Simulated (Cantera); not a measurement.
A Cantera script and what it prints.

```python
import numpy as np
import cantera as ct

gas_names = """
    H HO2 H2 H2O H2O2 O OH O2 O3 Si SiH SiH2 SiH3 SiH4 SiO SiO2 Si2 Si3
""".split()
cond_names = """
    H2O(s) H2O(L) Si(cr) Si(L) SiO2(Lqz) SiO2(hqz) SiO2(L)
""".split()


# ... load() reads the species with a 1 bar reference pressure and builds the phases ...
atoms = {
    'SiH4': {'Si': 1, 'H': 4},
    'O2': {'O': 2},
}
top_T = {}  # K; cautious upper limits of use, not melting points


# ... equilibrate(T, P, feed) seeds the gas with the atoms and calls Mixture.equilibrate('TP', solver="vcs", rtol=1e-11, max_steps=5000) ...
results = []
T = 773  # K
P = 10000  # Pa
for m in [1.5, 1.9, 2.4, 3, 3.8, 4.9, 6.2, 8, 10, 13]:
    feed = {'SiH4': 1, 'O2': m}  # mol
    mix = equilibrate(T, P, feed)
    results.append((T, P, feed, dict(zip(mix.species_names, mix.species_moles))))

top = {s: max(r[3][s] / sum(r[3][g] for g in gas_names) for r in results) for s in gas_names}
cols = sorted((s for s in top if top[s] > 0.001), key=lambda s: -top[s])[:8]
seen = [c for c in cond_names if any(r[3].get(c, 0) > 1e-12 for r in results)]
print("log10 of partial pressures in bar; condensed amounts in mol")
print(f"{'n(O2)':>10s}" + "".join(f"{s[:9]:>10s}" for s in cols + seen))
for T, P, feed, n in results:
    ng = sum(n[g] for g in gas_names)
    print(f"{feed['O2']:10.4g}" + "".join(f"{np.log10(max(n[s] / ng * P / 1e5, 1e-99)):10.3f}" for s in cols)
          + "".join(f"{n.get(c, 0):10.4g}" for c in seen))
```

Result:

```
log10 of partial pressures in bar; condensed amounts in mol
     n(O2)       H2O        O2        H2 SiO2(Lqz)
       1.5    -1.301   -27.695    -1.301         1
       1.9    -1.046   -25.786    -2.000         1
       2.4    -1.079    -1.778   -14.037         1
         3    -1.176    -1.477   -14.285         1
       3.8    -1.279    -1.325   -14.464         1
       4.9    -1.389    -1.228   -14.623         1
       6.2    -1.491    -1.169   -14.754         1
         8    -1.602    -1.125   -14.887         1
        10    -1.699    -1.097   -14.998         1
        13    -1.813    -1.073   -15.124         1
```

These are equilibrium values from Cantera (NASA tables, ideal gas, pure condensed phases), not measurements of a reactor.
